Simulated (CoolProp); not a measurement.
The fluid at 298.15 K and 0.0335 MPa flows at 0.26 m/s in a round tube of 6 mm bore and 1.5 µm roughness, fully developed (64/Re and Nu = 3.66 if laminar; Colebrook and Gnielinski if turbulent). The same conditions are run with several fluids, on thermodynamics alone (safety and materials aside).

Computed with CoolProp (reference Helmholtz-energy equation of state of each fluid (R245fa: Akasaka 2015; R507A: Lemmon 2003; oxygen: Schmidt 1985; sulfur hexafluoride: Guder 2009)). Blends and air are pseudo-pure fits.

Task: Rank R245fa, R507A, oxygen, sulfur hexafluoride by Reynolds number, highest first.

Result: R245fa (242), sulfur hexafluoride (203), R507A (172), oxygen (32.9)

```json
[
 {"fluid": "R245fa", "Darcy friction factor": "0.264", "pressure drop (Pa/m)": "2.73", "heat-transfer coefficient (W/(m² K))": "9.57", "mass flow (kg/h)": "0.0485"},
 {"fluid": "R507A", "Darcy friction factor": "0.372", "pressure drop (Pa/m)": "2.81", "heat-transfer coefficient (W/(m² K))": "8.17", "mass flow (kg/h)": "0.0355"},
 {"fluid": "oxygen", "Darcy friction factor": "1.95", "pressure drop (Pa/m)": "4.75", "heat-transfer coefficient (W/(m² K))": "16.0", "mass flow (kg/h)": "0.0114"},
 {"fluid": "sulfur hexafluoride", "Darcy friction factor": "0.315", "pressure drop (Pa/m)": "3.52", "heat-transfer coefficient (W/(m² K))": "7.91", "mass flow (kg/h)": "0.0524"}
]
```

Transport values come from each fluid's own correlations; those of R245fa are estimates that may be off by 10 % or more.
